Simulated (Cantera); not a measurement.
Input (Python, Cantera) and output of one run.

```python
import numpy as np
import cantera as ct

gas_names = """
    Ca CaCL CaCL2 Ca2 CL CL2 H HCL H2
""".split()
cond_names = """
    Ca(a) Ca(b) Ca(L) CaCL2(s) CaCL2(L)
""".split()


# ... load() reads the species with a 1 bar reference pressure and builds the phases ...
atoms = {
    'CaCl2': {'Ca': 1, 'CL': 2},
    'HCl': {'H': 1, 'CL': 1},
    'H2': {'H': 2},
}
top_T = {}  # K; cautious upper limits of use, not melting points


# ... equilibrate(T, P, feed) seeds the gas with the atoms and calls Mixture.equilibrate('TP', solver="vcs", rtol=1e-11, max_steps=5000) ...
results = []
feed = {'CaCl2': 1, 'HCl': 0.019, 'H2': 3.6}  # mol
P = 10000  # Pa
for T in [673, 773, 873, 973, 1073, 1173, 1273, 1373, 1473, 1573, 1673, 1773, 1873]:
    mix = equilibrate(T, P, feed)
    results.append((T, P, feed, dict(zip(mix.species_names, mix.species_moles))))

top = {s: max(r[3][s] / sum(r[3][g] for g in gas_names) for r in results) for s in gas_names}
cols = sorted((s for s in top if top[s] > 1e-06), key=lambda s: -top[s])[:6]
seen = [c for c in cond_names if any(r[3].get(c, 0) > 1e-12 for r in results)]
print("log10 of partial pressures in bar; condensed amounts in mol")
print(f"{'T/K':>10s}" + "".join(f"{s[:9]:>10s}" for s in cols + seen))
for T, P, feed, n in results:
    ng = sum(n[g] for g in gas_names)
    print(f"{T:10.4g}" + "".join(f"{np.log10(max(n[s] / ng * P / 1e5, 1e-99)):10.3f}" for s in cols)
          + "".join(f"{n.get(c, 0):10.4g}" for c in seen))
```

It prints:

```
log10 of partial pressures in bar; condensed amounts in mol
       T/K        H2     CaCL2       HCL      CaCL         H        Ca  CaCL2(s)  CaCL2(L)
       673    -1.002   -15.671    -3.280   -30.529   -14.758   -40.695         1         0
       773    -1.002   -12.483    -3.280   -24.623   -12.543   -32.886         1         0
       873    -1.002   -10.039    -3.280   -20.092   -10.831   -26.888         1         0
       973    -1.002    -8.111    -3.280   -16.509    -9.467   -22.141         1         0
      1073    -1.002    -6.591    -3.280   -13.648    -8.355   -18.332         0         1
      1173    -1.002    -5.433    -3.280   -11.380    -7.430   -15.279         0    0.9999
      1273    -1.002    -4.471    -3.280    -9.485    -6.648   -12.721         0    0.9988
      1373    -1.003    -3.661    -3.281    -7.880    -5.979   -10.550         0    0.9921
      1473    -1.007    -2.971    -3.284    -6.503    -5.401    -8.683         0    0.9609
      1573    -1.021    -2.378    -3.294    -5.311    -4.901    -7.060         0    0.8417
      1673    -1.067    -1.864    -3.295    -4.296    -4.477    -5.691         0    0.4245
      1773    -1.110    -1.669    -3.210    -3.742    -4.101    -4.909         0         0
      1873    -1.111    -1.674    -3.084    -3.461    -3.746    -4.457         0         0
```

These are equilibrium values from Cantera (NASA tables, ideal gas, pure condensed phases), not measurements of a reactor.
